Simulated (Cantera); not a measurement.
Input: 1 mol CaCO₃, 0.1 mol H₂O, 2.6 mol H₂, equilibrated at 1700 °C and 0.140 bar.

Method: chemical equilibrium by Gibbs-energy minimisation in Cantera with the NASA 1993 tables (ideal gas, pure condensed phases). Candidate condensed phases: C, C₆H₆, C₇H₈, C₈H₁₈, Ca, CaCO₃, CaO, Ca(OH)₂, H₂O; 115 gas species. Kinetics and transport are ignored.

Base state: H₂ 0.461, H₂O 0.266, CO 0.239, CO₂ 0.0307, H 0.00245, OH 0.000134, Ca(OH)₂ 2.20e-5 (mole fractions); condensed: CaO(s).

Task: What changes in the equilibrium state with this change: temperature from 1700 °C to 1650 °C?

Result: 
```csv
species,before,after
H₂,0.461,0.463
H₂O,0.266,0.265
CO,0.239,0.238
CO₂,0.0307,0.0318
Ca(OH)₂,2.20e-5,1.45e-5
OH,0.000134,8.45e-5
H,0.00245,0.00171
"CaO(s), mol",1.000,1.000
```

Task: What changes in the equilibrium state with this change: H₂O from 0.1 to 6.8 mol?

Result: 
```tsv
species	before	after
H₂O	0.266	0.706
H₂	0.461	0.196
CO	0.239	0.0533
CO₂	0.0307	0.0428
Ca(OH)₂	2.20e-5	5.83e-5
OH	0.000134	0.000547
H	0.00245	0.00160
CaO(s), mol	1.000	0.999
```
